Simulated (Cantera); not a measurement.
Feed: 1 mol acetone, a varied amount of O₂, 0.033 mol H₂O, at 2023.15 K and 13.3 mbar.

Equilibrium computed with Cantera from the NASA thermochemical tables; the gas is ideal and each condensed phase is pure. Candidate condensed phases: C, C₆H₆, C₇H₈, C₈H₁₈, H₂O; 110 gas species. The feed counts by its element totals alone. The numbers say what is thermodynamically allowed, not how fast it happens.

Which condensed phases are stable at each of these points (n(O₂) (mol)): 0.04, 0.07, 0.12, 0.21, 0.37, 0.64, 1.1, 1.9?


```tsv
n(O₂) (mol)	condensed phases	C condensed (%)
0.04	C(graphite)	62.7
0.07	C(graphite)	60.7
0.12	C(graphite)	57.4
0.21	C(graphite)	51.4
0.37	C(graphite)	40.7
0.64	C(graphite)	22.7
1.1	gas only	0.0
1.9	gas only	0.0
```

From 0.04 mol O₂ to 0.64 mol O₂ the condensed part is C(graphite). From 1.1 mol O₂ to 1.9 mol O₂ nothing is condensed.
